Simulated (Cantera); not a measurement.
A Cantera script and what it prints.

```python
import numpy as np
import cantera as ct

gas_names = [...]  # 109 gases of nasa_gas.yaml made of C, Cl, H, Si
cond_names = """
    C(gr) C6H6(L) C7H8(L) C8H18(L),n-octa Si(cr) Si(L) SiC(b)
""".split()


# ... load() reads the species with a 1 bar reference pressure and builds the phases ...
atoms = {
    '(CH3)2SiCl2': {'C': 2, 'H': 6, 'Si': 1, 'CL': 2},
    'H2': {'H': 2},
}
top_T = {'C(gr)': 4500, 'SiC(b)': 3050}  # K; cautious upper limits of use, not melting points


# ... equilibrate(T, P, feed) seeds the gas with the atoms and calls Mixture.equilibrate('TP', solver="vcs", rtol=1e-11, max_steps=5000) ...
results = []
T = 2300  # K
P = 5100  # Pa
for m in [5.3, 11, 17, 23, 28, 34, 40, 45, 51, 57, 63, 68, 74]:
    feed = {'(CH3)2SiCl2': 1, 'H2': m}  # mol
    mix = equilibrate(T, P, feed)
    results.append((T, P, feed, dict(zip(mix.species_names, mix.species_moles))))
    x = sorted(zip(gas.X, gas.species_names), reverse=True)
    print(f"T = {T:g} K  P = {P:g} Pa  n(H2) = {m:g} mol  gas = {mix.phase_moles(0):.4g} mol")
    print("   x: " + "  ".join(f"{s} {v:.3e}" for v, s in x if v > 0.001))
    print("   condensed (mol): " + ("  ".join(f"{mix.phase(i).name} {mix.phase_moles(i):.4g}"
          for i in range(1, mix.n_phases) if mix.phase_moles(i) > 1e-12) or "none"))
```

Result:

```
T = 2300 K  P = 5100 Pa  n(H2) = 5.3 mol  gas = 9.545 mol
   x: H2 7.573e-01  HCL 1.803e-01  H 3.729e-02  SiCL2 1.081e-02  CL 6.395e-03  C2H2,acetylene 3.273e-03  Si 2.624e-03  SiCL 1.036e-03
   condensed (mol): C(gr) 1.076  SiC(b) 0.8515
T = 2300 K  P = 5100 Pa  n(H2) = 11 mol  gas = 15.39 mol
   x: H2 8.281e-01  HCL 1.170e-01  H 3.900e-02  SiCL2 4.161e-03  CL 3.968e-03  C2H2,acetylene 3.579e-03  Si 2.624e-03
   condensed (mol): C(gr) 1.005  SiC(b) 0.8693
T = 2300 K  P = 5100 Pa  n(H2) = 17 mol  gas = 21.53 mol
   x: H2 8.622e-01  HCL 8.531e-02  H 3.979e-02  C2H2,acetylene 3.726e-03  CL 2.835e-03  Si 2.624e-03  SiCL2 2.124e-03
   condensed (mol): C(gr) 0.953  SiC(b) 0.8649
T = 2300 K  P = 5100 Pa  n(H2) = 23 mol  gas = 27.68 mol
   x: H2 8.815e-01  HCL 6.710e-02  H 4.023e-02  C2H2,acetylene 3.809e-03  Si 2.624e-03  CL 2.205e-03  SiCL2 1.286e-03
   condensed (mol): C(gr) 0.9089  SiC(b) 0.8523
T = 2300 K  P = 5100 Pa  n(H2) = 28 mol  gas = 32.81 mol
   x: H2 8.921e-01  HCL 5.696e-02  H 4.048e-02  C2H2,acetylene 3.855e-03  Si 2.624e-03  CL 1.861e-03
   condensed (mol): C(gr) 0.8751  SiC(b) 0.8389
T = 2300 K  P = 5100 Pa  n(H2) = 34 mol  gas = 38.96 mol
   x: H2 9.012e-01  HCL 4.822e-02  H 4.068e-02  C2H2,acetylene 3.895e-03  Si 2.624e-03  CL 1.567e-03
   condensed (mol): C(gr) 0.8365  SiC(b) 0.8209
T = 2300 K  P = 5100 Pa  n(H2) = 40 mol  gas = 45.11 mol
   x: H2 9.079e-01  HCL 4.180e-02  H 4.083e-02  C2H2,acetylene 3.923e-03  Si 2.624e-03  CL 1.354e-03
   condensed (mol): C(gr) 0.7991  SiC(b) 0.8015
T = 2300 K  P = 5100 Pa  n(H2) = 45 mol  gas = 50.23 mol
   x: H2 9.122e-01  H 4.093e-02  HCL 3.762e-02  C2H2,acetylene 3.942e-03  Si 2.624e-03  CL 1.216e-03
   condensed (mol): C(gr) 0.7686  SiC(b) 0.7848
T = 2300 K  P = 5100 Pa  n(H2) = 51 mol  gas = 56.38 mol
   x: H2 9.163e-01  H 4.102e-02  HCL 3.359e-02  C2H2,acetylene 3.960e-03  Si 2.624e-03  CL 1.083e-03
   condensed (mol): C(gr) 0.7325  SiC(b) 0.7642
T = 2300 K  P = 5100 Pa  n(H2) = 57 mol  gas = 62.53 mol
   x: H2 9.197e-01  H 4.110e-02  HCL 3.035e-02  C2H2,acetylene 3.974e-03  Si 2.624e-03
   condensed (mol): C(gr) 0.6969  SiC(b) 0.7431
T = 2300 K  P = 5100 Pa  n(H2) = 63 mol  gas = 68.68 mol
   x: H2 9.224e-01  H 4.116e-02  HCL 2.767e-02  C2H2,acetylene 3.986e-03  Si 2.624e-03
   condensed (mol): C(gr) 0.6616  SiC(b) 0.7218
T = 2300 K  P = 5100 Pa  n(H2) = 68 mol  gas = 73.8 mol
   x: H2 9.244e-01  H 4.120e-02  HCL 2.578e-02  C2H2,acetylene 3.995e-03  Si 2.624e-03
   condensed (mol): C(gr) 0.6323  SiC(b) 0.7038
T = 2300 K  P = 5100 Pa  n(H2) = 74 mol  gas = 79.95 mol
   x: H2 9.264e-01  H 4.125e-02  HCL 2.382e-02  C2H2,acetylene 4.003e-03  Si 2.624e-03
   condensed (mol): C(gr) 0.5973  SiC(b) 0.682
```

Equilibrium computed with Cantera from the NASA thermochemical tables; the gas is ideal and each condensed phase is pure. The feed counts by its element totals alone. The tables' values for SiCl, SiCl3 are old estimates; treat these amounts as uncertain. Gases not in the tables: Si2H6 and higher silanes.
